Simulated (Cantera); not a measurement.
Input (Python, Cantera):

```python
import numpy as np
import cantera as ct

gas = ct.Solution("gri30.yaml")
gas.TPX = 450, 230000, {'CO': 1, 'H2': 0.07, 'O2': 0.486, 'N2': 4.33}
inlet = ct.Reservoir(gas, clone=True)
gas.equilibrate("HP")  # start burning
reactor = ct.IdealGasConstPressureReactor(gas, energy="on", clone=False)
exhaust = ct.Reservoir(gas, clone=True)
tau = [0.031, 0.016, 0.0081, 0.0041, 0.0021, 0.0011, 0.00055, 0.00028, 0.00014, 7.4e-05, 3.8e-05, 1.9e-05, 9.8e-06][0]
for a, b in ((inlet, reactor), (reactor, exhaust)):
    ct.MassFlowController(a, b, mdot=lambda t: reactor.mass / tau)
net = ct.ReactorNet([reactor])
show = ['CO', 'H2', 'O2', 'H', 'CO2']

rows = []
print(f"{'tau/s':>10s}{'T/K':>9s}" + "".join(f"{s:>11s}" for s in show))
for tau in [0.031, 0.016, 0.0081, 0.0041, 0.0021, 0.0011, 0.00055, 0.00028, 0.00014, 7.4e-05, 3.8e-05, 1.9e-05, 9.8e-06]:
    net.initial_time = 0.0
    net.advance(30 * tau)
    before = gas.X
    net.advance(40 * tau)
    drift = np.max(np.abs(gas.X - before) / (gas.X + 1e-9))
    rows.append([gas.T, *gas[show].X, drift])
    print(f"{tau:10.3e}{gas.T:9.1f}" + "".join(f"{x:11.3e}" for x in gas[show].X))
```

Output:

```
     tau/s      T/K         CO         H2         O2          H        CO2
 3.100e-02   1755.4  2.626e-02  5.226e-04  4.096e-03  4.198e-04  1.580e-01
 1.600e-02   1731.0  2.914e-02  5.857e-04  5.508e-03  5.977e-04  1.548e-01
 8.100e-03   1699.5  3.275e-02  6.632e-04  7.267e-03  8.636e-04  1.508e-01
 4.100e-03   1660.4  3.712e-02  7.511e-04  9.382e-03  1.243e-03  1.459e-01
 2.100e-03   1612.4  4.236e-02  8.412e-04  1.191e-02  1.746e-03  1.400e-01
 1.100e-03   1552.8  4.894e-02  9.208e-04  1.509e-02  2.319e-03  1.327e-01
 5.500e-04   1457.0  6.048e-02  9.843e-04  2.078e-02  2.693e-03  1.200e-01
 2.800e-04    450.0  1.699e-01  1.189e-02  8.257e-02  2.074e-25  6.051e-16
 1.400e-04    450.0  1.699e-01  1.189e-02  8.257e-02  1.588e-25  4.825e-19
 7.400e-05    450.0  1.699e-01  1.189e-02  8.257e-02  1.141e-25  3.174e-20
 3.800e-05    450.0  1.699e-01  1.189e-02  8.257e-02  7.250e-26  2.589e-21
 1.900e-05    450.0  1.699e-01  1.189e-02  8.257e-02  4.138e-26  4.311e-22
 9.800e-06    450.0  1.699e-01  1.189e-02  8.257e-02  2.264e-26  1.576e-22
```

Model: GRI-Mech 3.0 (53 species, 325 reactions), integrated in Cantera. The hydrogen kinetics of GRI-Mech 3.0 are dated; newer H2 mechanisms differ, most at raised pressure.
